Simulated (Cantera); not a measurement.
Equilibrium for fluorocarbon and chlorocarbon gases: CHF3 + HCl + H2

A closed system holds: 1 mol CHF3, 0.011 mol HCl, 0.36 mol H2, at 0.0548 Torr.

Method: chemical equilibrium by Gibbs-energy minimisation in Cantera with the NASA 1993 tables (ideal gas, pure condensed phases). Candidate condensed phases: C, C6H6, C7H8, C8H18; 118 gas species. Gases not in the tables: C2F6 and larger saturated fluorocarbons. Kinetics and transport are ignored.

From 1100 K to 2000 K the condensed part is C(graphite). The main C-bearing gas is CF4 at 1100 K and CF2 at 2000 K. The share of C in condensed phases is highest at 2000 K (81.2 %) and lowest at 1800 K (66.6 %).

```csv
T (K),x HF,x F,x CF4,x CF2,x Cl,x HCl,n C(graphite)
1100,0.839,1.55e-7,0.156,5.47e-7,0.00123,0.00401,0.681
1200,0.840,2.76e-6,0.155,7.12e-6,0.00320,0.00207,0.682
1300,0.840,3.16e-5,0.154,6.21e-5,0.00456,0.000749,0.682
1400,0.840,0.000255,0.154,0.000395,0.00507,0.000257,0.682
1500,0.839,0.00156,0.152,0.00195,0.00523,9.58e-5,0.681
1600,0.833,0.00755,0.147,0.00775,0.00525,3.95e-5,0.678
1700,0.811,0.0297,0.128,0.0248,0.00514,1.77e-5,0.672
1800,0.757,0.0928,0.0846,0.0599,0.00480,8.52e-6,0.666
1900,0.671,0.210,0.0258,0.0875,0.00426,4.83e-6,0.704
2000,0.615,0.314,0.00232,0.0628,0.00391,4.23e-6,0.812
```
x: gas mole fraction; n: condensed amount in mol.
